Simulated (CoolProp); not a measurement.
Saturation properties of R365MFC.

The numbers come from the reference Helmholtz-energy equation of state, Lemmon 2016 in CoolProp.

```csv
T (K),p (MPa),liquid density (kg/m³),enthalpy of vaporisation (kJ/kg),vapour Z,surface tension (mN/m)
312.1,0.09688,1227,188.8,0.9557,13.5
317.1,0.1158,1216,186.4,0.9497,13.0
322.2,0.1379,1204,183.8,0.9430,___
327.2,0.1627,1193,181.2,0.9360,11.9
332.3,0.1914,1181,___,0.9283,11.3
337.3,0.2232,1169,175.9,0.9201,10.8
342.4,0.2598,1156,173.0,0.9112,10.3
347.4,0.2999,1144,170.2,0.9019,9.73
352.5,0.3456,1131,167.2,0.8918,___
357.5,0.3954,1118,164.1,___,8.68
362.6,0.4516,1105,161.0,___,8.16
367.6,0.5125,___,157.7,___,7.66
```

Q: Complete the blanks.

A: 
- 322.2, surface tension (mN/m): 12.4
- 332.3, enthalpy of vaporisation (kJ/kg): 178.6
- 352.5, surface tension (mN/m): 9.20
- 357.5, vapour Z: 0.8812
- 362.6, vapour Z: 0.8698
- 367.6, liquid density (kg/m³): 1091
- 367.6, vapour Z: 0.8579

It boils at 313.3 K under 1 atm.

Surface tension comes from a separate correlation (Mulero 2012).
